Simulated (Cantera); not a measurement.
Adiabatic ignition

An adiabatic, constant-pressure homogeneous reactor starts with H2 : O2 : N2 = 1 : 0.14 : 1.44 (molar parts), at 950 K and 0.610 bar.

Cantera simulation using GRI-Mech 3.0 (53 species, 325 reactions); the numbers are that mechanism's predictions, not measurements.

```tsv
t (s)	T (K)	x H2	x O2	x NO2	x H	x HO2
1.00e-6	950	0.388	0.0543	<1e-12	2.19e-12	2.23e-12
2.51e-6	950	0.388	0.0543	<1e-12	5.45e-12	5.69e-12
6.31e-6	950	0.388	0.0543	<1e-12	1.36e-11	1.48e-11
1.58e-5	950	0.388	0.0543	<1e-12	3.50e-11	4.05e-11
3.98e-5	950	0.388	0.0543	<1e-12	9.49e-11	1.24e-10
0.000100	950	0.388	0.0543	<1e-12	2.95e-10	4.82e-10
0.000251	950	0.388	0.0543	<1e-12	1.35e-9	3.02e-9
0.000631	950	0.388	0.0543	<1e-12	2.12e-8	5.93e-8
0.00158	951	0.387	0.0541	<1e-12	5.11e-5	2.70e-5
0.00398	1719	0.290	5.89e-7	<1e-12	0.00752	3.99e-10
0.0100	1752	0.294	5.71e-8	<1e-12	0.00229	4.39e-11
0.0251	1761	0.295	8.07e-9	<1e-12	0.000857	6.18e-12
0.0631	1765	0.295	1.44e-9	<1e-12	0.000362	1.04e-12
0.158	1766	0.295	4.75e-10	<1e-12	0.000209	<1e-12
0.398	1766	0.295	3.81e-10	<1e-12	0.000187	<1e-12
1.00	1766	0.295	3.80e-10	<1e-12	0.000187	<1e-12
```
x: mole fraction; the columns are a selection and need not sum to one.

The time of steepest temperature rise is 1.92 ms, the temperature at 1.00 s is 1766 K and the equilibrium temperature comes out as 1766 K. The x(H2) at 1.00 s comes out as 0.295 (gas-phase equilibrium 0.295), the x(O2) at 1.00 s is 3.80e-10 (gas-phase equilibrium 3.80e-10) and the x(NO2) at 1.00 s is <1e-12 (gas-phase equilibrium <1e-12).
